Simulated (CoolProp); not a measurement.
Model: reference Helmholtz-energy equation of state, Akasaka 2019, in CoolProp.

Q: For R1234ze(Z), give the phase and the cv (kJ/(kg K)) at 107.75 °C and 0.126 MPa; 107.75 °C and 1.39 MPa; 107.75 °C and 1.64 MPa.

A: 
- 107.75 °C and 0.126 MPa: gas; cv 0.908
- 107.75 °C and 1.39 MPa: gas; cv 0.999
- 107.75 °C and 1.64 MPa: liquid; cv 1.03
